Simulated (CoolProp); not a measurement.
C3F8 (R218) along the isobar 3010 kPa: Z from the reference equation and from simpler models built on Tc = 345.0 K, pc = 2640 kPa, ω = 0.317; each cubic takes its own stable root.

Values from CoolProp's reference Helmholtz-energy equation of state, Lemmon 2006. It is a short technical equation, of lower accuracy than the large ones.

```
T (K)          phase  reference
-----  -------------  ---------
343.9         liquid     0.2053
351.3  supercritical     0.3080
358.7  supercritical     0.4891
366.1  supercritical     0.5694
373.5  supercritical     0.6242
380.9  supercritical     0.6663
388.3  supercritical     0.7006
395.7  supercritical     0.7293
403    supercritical     0.7537
410.4  supercritical     0.7753
417.8  supercritical     0.7943
425.2  supercritical     0.8113
432.6  supercritical     0.8264
440    supercritical     0.8401
```

How far does each simpler model (van der Waals, Redlich-Kwong, Soave-Redlich-Kwong, Peng-Robinson) lie from the reference over these 14 states: mean and median of the absolute difference, and the worst?


- van der Waals: mean 8.7 %, median 5.8 %, worst +45.1 % at 343.9 K and 3010 kPa
- Redlich-Kwong: mean 4.9 %, median 4.0 %, worst +21.5 % at 343.9 K and 3010 kPa
- Soave-Redlich-Kwong: mean 4.4 %, median 2.0 %, worst +20.8 % at 343.9 K and 3010 kPa
- Peng-Robinson: mean 2.7 %, median 2.0 %, worst +9.1 % at 343.9 K and 3010 kPa
